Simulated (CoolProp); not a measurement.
Vapour-liquid equilibrium of CHF3 (R23) (1) + C2F6 (R116) (2) at 14.2 bar; x and y are mole fractions of (1).

The numbers come from the multi-fluid Helmholtz-energy mixture model, Penoncello 2003 and Lemmon 2006; pair parameters Bell 2016 in CoolProp.

```tsv
x	bubble temperature, mixture model (°C)	bubble temperature, Raoult's law (°C)	y, mixture model	y, Raoult's law
0.05	?	-10.2	0.106	0.066
0.125	-16.8	-11.1	0.231	0.161
0.2	-19.5	-11.9	0.324	0.251
0.275	-21.4	-12.7	0.397	0.337
0.35	-22.7	-13.5	0.456	0.419
0.425	?	-14.3	0.507	0.497
0.5	-24.2	-15.0	0.553	0.572
0.575	-24.5	-15.7	0.597	0.644
0.65	-24.6	-16.4	0.642	0.713
0.725	-24.4	-17.1	0.691	0.779
0.8	-23.8	-17.8	?	0.842
0.875	?	-18.4	0.821	0.903
0.95	-21.1	-19.0	?	0.962
```

Q: Some entries are withheld; supply them.

A: 
- 0.05, bubble temperature, mixture model (°C): -12.9
- 0.425, bubble temperature, mixture model (°C): -23.7
- 0.8, y, mixture model: 0.749
- 0.875, bubble temperature, mixture model (°C): -22.8
- 0.95, y, mixture model: 0.917

The largest gap from Raoult's law is -9.4 K in bubble temperature, at x = 0.425. y crosses x between x = 0.575 and 0.65: the model has an azeotrope there.

Pair parameters are fitted to limited data, so mixtures are less certain than the pure fluids.
